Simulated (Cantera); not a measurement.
Charge: 1 mol SiH₂Cl₂, 8 mol NH₃, 35 mol H₂, equilibrated at 450 °C and 10.0 Torr.

These are equilibrium values from Cantera (NASA tables, ideal gas, pure condensed phases), not measurements of a reactor. Candidate condensed phases: NH₄Cl, Si, Si₃N₄; 28 gas species. Kinetics and transport are ignored.

Base state: H₂ 0.898, N₂ 0.0637, HCl 0.0382, NH₃ 2.01e-5 (mole fractions); condensed: Si₃N₄(s).

Question: What changes in the equilibrium state with this change: SiH₂Cl₂ replaced by SiHCl₃?

Answer: 
```json
[
 {"species": "H₂", "before": "0.898", "after": "0.879"},
 {"species": "N₂", "before": "0.0637", "after": "0.0637"},
 {"species": "HCl", "before": "0.0382", "after": "0.0572"},
 {"species": "SiCl₄", "before": "5.93e-6", "after": "3.11e-5"},
 {"species": "NH₃", "before": "2.01e-5", "after": "1.94e-5"},
 {"species": "Si₃N₄(s), mol", "before": "0.333", "after": "0.333"}
]
```
